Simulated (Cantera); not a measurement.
A perfectly stirred reactor is fed with C2H6 : N2 = 1 : 2.8 (molar parts), at 9.75 Torr; it is held at 1673 K, and followed from long to short residence time.

Detailed kinetics in Cantera: GRI-Mech 3.0 (53 species, 325 reactions). GRI-Mech 3.0 stops at C3 and has no aromatics, soot or wall deposition, so with more carbon than oxygen in the feed, carbon stays in small species such as C2H2 where larger ones or solid carbon would form. Radical loss at walls, strong at low pressure, is not modelled.

One state of this run: x C2H6 = 0.000923; x H2 = 0.276; x C2H2 = 0.149; x C2H4 = 0.00475; x CH3 = 0.00435; x CH4 = 0.0523. x: mole fraction; the columns are a selection and need not sum to one.

Problem. Which value of τ (s) does it belong to?
A. 0.33
B. 0.099
C. 12
D. 3.6

Solution. B, 0.099
